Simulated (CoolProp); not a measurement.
Saturation properties of ethanol.

The numbers come from the reference Helmholtz-energy equation of state, Schroeder 2014 in CoolProp.

```
T (K)    p (MPa)  liquid density (kg/m³)  surface tension (mN/m)  vapour viscosity (µPa s)
-----  ---------  ----------------------  ----------------------  ------------------------
249.8  0.0002605                   826.1                    26.5                      7.27
268.1   0.001114                   810.6                    24.8                      7.84
286.4   0.003877                   795.1                    23.0                      8.41
304.7    0.01140                   779.4                    21.3                      8.97
323      0.02920                   763.2                    19.5                      9.53
341.3    0.06661                   746.4                    17.7                      10.1
359.5     0.1374                   728.4                    15.9                      10.6
377.8     0.2623                   708.9                    14.1                      11.2
396.1     0.4669                   687.1                    12.3                      11.7
414.4     0.7823                   662.4                    10.5                      12.3
```

It boils at 351.6 K under 1 atm.

Viscosity comes from a separate model (Kiselev 2005). Surface tension comes from a separate correlation (Mulero 2012).
